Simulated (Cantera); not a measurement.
Charge: 1 mol SiH2Cl2, 0.9 mol N2, 100 mol H2, at 1.33 mbar.

Equilibrium computed with Cantera from the NASA thermochemical tables; the gas is ideal and each condensed phase is pure. Candidate condensed phases: NH4Cl, Si, Si3N4; 28 gas species. N2 is the only nitrogen source here; it is nearly inert below about 1500 K, so the nitride shown seldom forms there in practice. Kinetics and transport are ignored.

At 900 K, list the 3 most abundant gas species with their mole fractions, and the condensed phases.

H2 0.978, HCl 0.0196, N2 0.00228. Condensed: Si3N4(s).
